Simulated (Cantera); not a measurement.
A closed system holds: 1 mol SiH₄, 9.2 mol N₂, equilibrated at 2100 Pa.

Method: chemical equilibrium by Gibbs-energy minimisation in Cantera with the NASA 1993 tables (ideal gas, pure condensed phases). Candidate condensed phases: Si, Si₃N₄; 18 gas species. Rates play no part.

Task: At 1325 °C, list the 3 most abundant gas species with their mole fractions, and the condensed phases.

Result: N₂ 0.810, H₂ 0.190, H 0.000160. Condensed: Si₃N₄(s).
